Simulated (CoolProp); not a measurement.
A closed Brayton cycle with nitrogen: compressor inlet 327.15 K and 2.6 MPa, high pressure 6.29 MPa, turbine inlet 830 K, compressor efficiency 0.89, turbine efficiency 0.85, recuperator effectiveness 0.9 (on enthalpy, no pinch check). Each further row changes one setting.

Computed with CoolProp (reference Helmholtz-energy equation of state, Span 2000).

```json
[
 {"case": "as stated", "thermal efficiency (%)": "28.8", "net work (kJ/kg)": "56.6", "compressor to turbine work": "0.66", "compressor exit (K)": "433.5", "turbine exit (K)": "681.5"},
 {"case": "turbine inlet 780 K", "thermal efficiency (%)": "?", "net work (kJ/kg)": "46.4", "compressor to turbine work": "?", "compressor exit (K)": "433.5", "turbine exit (K)": "639.1"},
 {"case": "compressor inlet 337.15 K", "thermal efficiency (%)": "?", "net work (kJ/kg)": "53.1", "compressor to turbine work": "0.68", "compressor exit (K)": "446.6", "turbine exit (K)": "681.5"},
 {"case": "high pressure 5.35 MPa", "thermal efficiency (%)": "29.5", "net work (kJ/kg)": "?", "compressor to turbine work": "0.63", "compressor exit (K)": "412.0", "turbine exit (K)": "706.5"},
 {"case": "recuperator effectiveness 0.5", "thermal efficiency (%)": "18.6", "net work (kJ/kg)": "56.6", "compressor to turbine work": "0.66", "compressor exit (K)": "433.5", "turbine exit (K)": "681.5"}
]
```

Q: Some entries are withheld; supply them.

A: 
- turbine inlet 780 K, thermal efficiency (%): 25.5
- turbine inlet 780 K, compressor to turbine work: 0.71
- compressor inlet 337.15 K, thermal efficiency (%): 27.2
- high pressure 5.35 MPa, net work (kJ/kg): 51.3
